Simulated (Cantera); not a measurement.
Feed: 1 mol Cu2O, 2.9 mol CO, 2.7 mol H2, 1.7 mol CH4, held at 10.0 mbar.

Cantera equilibrium calculation (NASA polynomials, part measured and part estimated; ideal gas, pure solids and liquids). Candidate condensed phases: C, C6H6, C7H8, C8H18, Cu, CuO, Cu(OH)2, Cu2O, H2O; 113 gas species. The numbers say what is thermodynamically allowed, not how fast it happens.

Q: At 1677 °C, list the 4 most abundant gas species with their mole fractions, and the condensed phases.

A: H2 0.502, CO 0.324, Cu 0.165, H 0.00812. Condensed: C(graphite).
